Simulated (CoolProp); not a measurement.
Vapour-liquid equilibrium of ethanol (1) + o-xylene (2) at 0.152 MPa; x and y are mole fractions of (1).

The numbers come from the multi-fluid Helmholtz-energy mixture model, Schroeder 2014 and Zhou 2012; pair parameters Bell 2016 in CoolProp.

```
x      bubble temperature (°C)  y at the bubble point  dew temperature at overall composition x (°C)  liquid density (mol/L)
-----  -----------------------  ---------------------  ---------------------------------------------  ----------------------
0.05                     128.8                  0.573                                          158.2                   7.557
0.125                    110.4                  0.767                                          154.9                   8.012
0.2                      102.9                  0.825                                          151.3                       …
0.275                     99.2                  0.851                                          147.5                       …
0.35                      97.3                  0.865                                          143.4                   9.214
0.425                     96.0                  0.874                                          139.0                       …
0.5                       95.2                  0.882                                          134.1                       …
0.575                        …                  0.889                                          128.6                   10.74
0.65                      93.6                  0.898                                          122.4                   11.38
0.725                     92.7                  0.909                                          115.1                   12.10
0.8                       91.8                  0.925                                          106.3                   12.92
0.875                     90.8                  0.946                                           96.0                   13.86
0.95                      89.7                  0.975                                           90.6                   14.94
```

Question: Complete the blanks.

Answer: 
- 0.2, liquid density (mol/L): 8.404
- 0.275, liquid density (mol/L): 8.797
- 0.425, liquid density (mol/L): 9.669
- 0.5, liquid density (mol/L): 10.17
- 0.575, bubble temperature (°C): 94.4

No azeotrope shows between x = 0.05 and 0.95.

Pair parameters are fitted to limited data, so mixtures are less certain than the pure fluids. With so large a gap from Raoult's law the liquid may split in two, which this calculation doesn't test in full.
